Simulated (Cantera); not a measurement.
Feed: 1 mol Al, 16 mol N2O, 430 mol H2, 6.6 mol N2, at 1.00 bar.

Cantera equilibrium calculation (NASA polynomials, part measured and part estimated; ideal gas, pure solids and liquids). Candidate condensed phases: Al, AlN, Al2O3, H2O; 35 gas species. Gases not in the tables: Al(OH)3. Kinetics and transport are ignored. All values below are at 1850 K.

Base state: H2 0.918, N2 0.0499, H2O 0.0320, H 0.000516 (mole fractions); condensed: Al2O3(s).

Q: What changes in the equilibrium state with this change: Al replaced by Al(CH3)3?

A: 
```
species          before     after
-------------  --------  --------
H2                0.918     0.919
N2               0.0499    0.0491
H2O              0.0320    0.0249
CO                    0   0.00647
CO2                   0   4.38e-5
H              0.000516  0.000516
Al2O3(s), mol     0.500     0.500
```
The feed counts by its element totals alone. Further candidate phases: C, C6H6, C7H8, C8H18.
